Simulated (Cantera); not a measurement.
A closed system holds: 1 mol Cr₂O₃, 160 mol H₂, 3 mol N₂, equilibrated at 1398.15 K and 1.40 mbar.

Cantera equilibrium calculation (NASA polynomials, part measured and part estimated; ideal gas, pure solids and liquids). Mutual solubility and eutectic melting of coexisting phases are not modelled. Rates play no part.

```json
[
 {"species": "H₂", "before": "0.981", "after": "0.864"},
 {"species": "H", "before": "0.000126", "after": "0.0902"},
 {"species": "N₂", "before": "0.0184", "after": "0.0174"},
 {"species": "H₂O", "before": "0.000590", "after": "0.0169"},
 {"species": "Cr", "before": "4.22e-5", "after": "0.0114"},
 {"species": "OH", "before": "1.49e-9", "after": "0.000220"},
 {"species": "CrO", "before": "6.35e-9", "after": "0.000173"},
 {"species": "O", "before": "<1e-9", "after": "1.63e-5"},
 {"species": "Cr(s), mol", "before": "0.0573", "after": "0"},
 {"species": "Cr₂O₃(s), mol", "before": "0.968", "after": "0"}
]
```
Gas species are given as mole fractions.

Problem. What was changed between the two runs?
A) temperature from 1398.15 K to 2125 K
B) temperature from 1398.15 K to 800 K
C) temperature from 1398.15 K to 1475 K
D) temperature from 1398.15 K to 998.15 K

Solution. A, temperature from 1398.15 K to 2125 K
